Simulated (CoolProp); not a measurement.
R134a along the isobar 0.382 MPa: density (kg/m³) from the reference equation and from simpler models built on Tc = 374.2 K, pc = 4.059 MPa, ω = 0.327; each cubic takes its own stable root.

Values from CoolProp's reference Helmholtz-energy equation of state, Tillner-Roth 1994.

```
T (K)   phase  reference
-----  ------  ---------
259.2  liquid       1340
268.2  liquid       1311
277.3  liquid       1281
286.4     gas      18.12
295.4     gas      17.34
304.5     gas      16.64
313.5     gas      16.03
322.6     gas      15.46
331.7     gas      14.94
340.7     gas      14.46
349.8     gas      14.02
358.8     gas      13.61
367.9     gas      13.22
377       gas      12.86
```

Problem. How far does each simpler model (Soave-Redlich-Kwong, Peng-Robinson) lie from the reference over these 14 states: mean and median of the absolute difference, and the worst?

Solution. 
- Soave-Redlich-Kwong: mean 3.3 %, median 0.7 %, worst -13.2 % at 277.3 K and 0.382 MPa
- Peng-Robinson: mean 0.6 %, median 0.3 %, worst -1.6 % at 277.3 K and 0.382 MPa
